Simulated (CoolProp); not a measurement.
m-xylene along the isobar 0.103 MPa: density (kg/m³) from the reference equation and from simpler models built on Tc = 616.9 K, pc = 3.535 MPa, ω = 0.326; each cubic takes its own stable root.

The numbers come from the reference Helmholtz-energy equation of state, Zhou 2012 in CoolProp.

```tsv
T (K)	phase	reference
306.9	liquid	852.4
341.5	liquid	821.9
376.1	liquid	790.2
410.8	liquid	756.7
445.4	gas	3.053
480	gas	2.810
514.7	gas	2.606
549.3	gas	2.432
583.9	gas	2.282
618.6	gas	2.149
```

### Question
How far does each simpler model (van der Waals, Soave-Redlich-Kwong, Peng-Robinson) lie from the reference over these 10 states: mean and median of the absolute difference, and the worst?

### Answer
- van der Waals: mean 34.6 %, median 1.2 %, worst -99.6 % at 410.8 K and 0.103 MPa
- Soave-Redlich-Kwong: mean 5.5 %, median 0.3 %, worst -13.9 % at 306.9 K and 0.103 MPa
- Peng-Robinson: mean 1.0 %, median 0.2 %, worst -3.2 % at 306.9 K and 0.103 MPa

At some of these states van der Waals gives the other phase, because its saturation line lies elsewhere.
